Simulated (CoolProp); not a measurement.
Vapour-liquid equilibrium of propylene (1) + cyclohexane (2) at 19.35 °C; x and y are mole fractions of (1).

Values from CoolProp's multi-fluid Helmholtz-energy mixture model, Lemmon 2013 and Zhou 2014; pair parameters Bell 2016.

```json
[
 {"x": "0.05", "bubble pressure (bar)": "0.7090", "y at the bubble point": "0.861", "dew pressure at overall composition x (bar)": "0.1056", "liquid density (mol/L)": "___"},
 {"x": "0.15", "bubble pressure (bar)": "1.846", "y at the bubble point": "0.949", "dew pressure at overall composition x (bar)": "0.1180", "liquid density (mol/L)": "9.720"},
 {"x": "0.25", "bubble pressure (bar)": "___", "y at the bubble point": "0.969", "dew pressure at overall composition x (bar)": "___", "liquid density (mol/L)": "10.04"},
 {"x": "0.35", "bubble pressure (bar)": "3.868", "y at the bubble point": "0.979", "dew pressure at overall composition x (bar)": "0.1542", "liquid density (mol/L)": "10.37"},
 {"x": "0.45", "bubble pressure (bar)": "4.792", "y at the bubble point": "0.984", "dew pressure at overall composition x (bar)": "___", "liquid density (mol/L)": "___"},
 {"x": "0.55", "bubble pressure (bar)": "5.683", "y at the bubble point": "0.988", "dew pressure at overall composition x (bar)": "0.2222", "liquid density (mol/L)": "11.05"},
 {"x": "0.65", "bubble pressure (bar)": "6.561", "y at the bubble point": "0.991", "dew pressure at overall composition x (bar)": "0.2852", "liquid density (mol/L)": "___"},
 {"x": "0.75", "bubble pressure (bar)": "7.450", "y at the bubble point": "0.994", "dew pressure at overall composition x (bar)": "0.3977", "liquid density (mol/L)": "___"},
 {"x": "0.85", "bubble pressure (bar)": "8.384", "y at the bubble point": "0.996", "dew pressure at overall composition x (bar)": "0.6566", "liquid density (mol/L)": "11.98"},
 {"x": "0.95", "bubble pressure (bar)": "9.417", "y at the bubble point": "0.999", "dew pressure at overall composition x (bar)": "1.870", "liquid density (mol/L)": "12.20"}
]
```

Complete the blanks.


- 0.05, liquid density (mol/L): 9.410
- 0.25, bubble pressure (bar): 2.892
- 0.25, dew pressure at overall composition x (bar): 0.1337
- 0.45, dew pressure at overall composition x (bar): 0.1821
- 0.45, liquid density (mol/L): 10.71
- 0.65, liquid density (mol/L): 11.38
- 0.75, liquid density (mol/L): 11.70

No azeotrope shows between x = 0.05 and 0.95.

The pair parameters rest on a limited set of measurements; away from them the model extrapolates. The gap from Raoult's law changes sign with composition, which may be real or a fault of the pair parameters; it wasn't checked against measurements.
